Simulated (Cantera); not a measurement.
Input: 1 mol Si, 0.05 mol CO2, 670 mol N2, equilibrated at 3.90 Pa.

Method: chemical equilibrium by Gibbs-energy minimisation in Cantera with the NASA 1993 tables (ideal gas, pure condensed phases). Candidate condensed phases: C, Si, SiC, SiO2, Si2N2O, Si3N4; 34 gas species. N2 is the only nitrogen source here; it is nearly inert below about 1500 K, so the nitride shown seldom forms there in practice. Mutual solubility and eutectic melting of coexisting phases are not modelled. Equilibrium is a limit: real reactors are often held back by kinetics, nucleation or transport.

Q: Which condensed phases are stable at each of these points (T (K)): 1375, 1425, 1475, 1525, 1575, 1625, 1675, 1725, 1775, 1825, 1875, 1925, 1975, 2025?

A: 
| T (K) | condensed phases | Si condensed (%) |
|---|---|---|
| 1375 | SiC(s) + Si3N4(s) | 93.0 |
| 1425 | SiC(s) + Si3N4(s) | 90.0 |
| 1475 | SiC(s) + Si3N4(s) | 82.0 |
| 1525 | Si(s) + SiC(s) | 56.6 |
| 1575 | SiC(s) | 4.3 |
| 1625 | SiC(s) | 1.8 |
| 1675 | gas only | 0.0 |
| 1725 | gas only | 0.0 |
| 1775 | gas only | 0.0 |
| 1825 | gas only | 0.0 |
| 1875 | gas only | 0.0 |
| 1925 | gas only | 0.0 |
| 1975 | gas only | 0.0 |
| 2025 | gas only | 0.0 |

From 1375 K to 1475 K the condensed part is SiC(s) + Si3N4(s). At 1525 K the condensed part is Si(s) + SiC(s). From 1575 K to 1625 K the condensed part is SiC(s). From 1675 K to 2025 K nothing is condensed.
